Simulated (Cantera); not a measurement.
**Reactions in the system C-Na-O**

Standard-state values (1 bar) from the NASA 1993 polynomials, evaluated with Cantera. Values are per mole of reaction as written; species without (g) are pure solids or liquids, kept so even where they would boil at 1 bar.

Na₂CO₃ + CO(g) ⇌ 2 CO₂(g) + 2 Na(g)

| T (K) | ΔH° (kJ) | ΔS° (J/K) | ΔG° (kJ) | log10 K | condensed phases |
|---|---|---|---|---|---|
| 300 | 668.9 | 398.4 | 549.3 | -95.65 | Na₂CO₃(s) |
| 1723 | 556.6 | 281.5 | 71.6 | -2.17 | Na₂CO₃(l) |
| 1823 | 550.2 | 277.9 | 43.6 | -1.25 | Na₂CO₃(l) |
| 1923 | 543.8 | 274.5 | 16.0 | -0.43 | Na₂CO₃(l) |
| 2023 | 537.4 | 271.2 | -11.3 | 0.29 | Na₂CO₃(l) |
| 2123 | 531.1 | 268.2 | -38.2 | 0.94 | Na₂CO₃(l) |
| 2223 | 524.9 | 265.3 | -64.9 | 1.53 | Na₂CO₃(l) |
| 2323 | 518.7 | 262.6 | -91.3 | 2.05 | Na₂CO₃(l) |
| 2423 | 512.5 | 260.0 | -117.4 | 2.53 | Na₂CO₃(l) |
| 2523 | 506.3 | 257.5 | -143.3 | 2.97 | Na₂CO₃(l) |
| 2623 | 500.2 | 255.1 | -168.9 | 3.36 | Na₂CO₃(l) |
